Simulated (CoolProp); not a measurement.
Vapour-liquid equilibrium of acetone (1) + n-dodecane (2) at 193 kPa; x and y are mole fractions of (1).

Computed with CoolProp (multi-fluid Helmholtz-energy mixture model, Lemmon 2006 and Lemmon 2004; pair parameters Bell 2016).

Give the bubble temperature and the first vapour's composition at x = 0.05, 0.65, 0.875. Is there an azeotrope?

x = 0.05: 481.1 K, y = 0.567; x = 0.65: 358.2 K, y = 0.997; x = 0.875: 353.4 K, y = 0.998. No azeotrope shows between x = 0.05 and 0.95.

Pair parameters are fitted to limited data, so mixtures are less certain than the pure fluids. The gap from Raoult's law changes sign with composition, which may be real or a fault of the pair parameters; it wasn't checked against measurements. With so large a gap from Raoult's law the liquid may split in two, which this calculation doesn't test in full.
